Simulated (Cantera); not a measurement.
Hydrogen reduction and annealing atmospheres: ZrO2 + H2 + N2

Feed: 1 mol ZrO2, 22 mol H2, 5 mol N2, equilibrated at 0.520 bar.

Equilibrium computed with Cantera from the NASA thermochemical tables; the gas is ideal and each condensed phase is pure. Candidate condensed phases: H2O, Zr, ZrN, ZrO2; 28 gas species. Mutual solubility and eutectic melting of coexisting phases are not modelled. ZrN: taken at fixed stoichiometry. Condensed phases not in the tables: solid solutions among these carbides, nitrides and lower oxides. Rates play no part.

From 1300 K to 1400 K the condensed part is ZrO2(monoclinic). From 1425 K to 1475 K the condensed part is ZrN(s) + ZrO2(monoclinic). At 1500 K the condensed part is ZrN(s) + ZrO2(tetragonal).

```tsv
T (K)	x H2	x N2	x H	x NH3	x H2O	n ZrO2(monoclinic)	n ZrN(s)	n ZrO2(tetragonal)
1300	0.815	0.185	1.38e-6	2.04e-5	3.13e-6	1.000	0	0
1325	0.815	0.185	2.05e-6	1.85e-5	3.82e-6	1.000	0	0
1350	0.815	0.185	2.98e-6	1.68e-5	4.63e-6	1.000	0	0
1375	0.815	0.185	4.29e-6	1.54e-5	5.57e-6	1.000	0	0
1400	0.815	0.185	6.09e-6	1.41e-5	6.66e-6	1.000	0	0
1425	0.815	0.185	8.54e-6	1.29e-5	7.90e-6	1.000	0.000107	0
1450	0.815	0.185	1.18e-5	1.19e-5	9.32e-6	1.000	0.000126	0
1475	0.815	0.185	1.62e-5	1.10e-5	1.09e-5	1.000	0.000148	0
1500	0.815	0.185	2.20e-5	1.02e-5	1.27e-5	0	0.000172	1.000
```
x: gas mole fraction; n: condensed amount in mol.
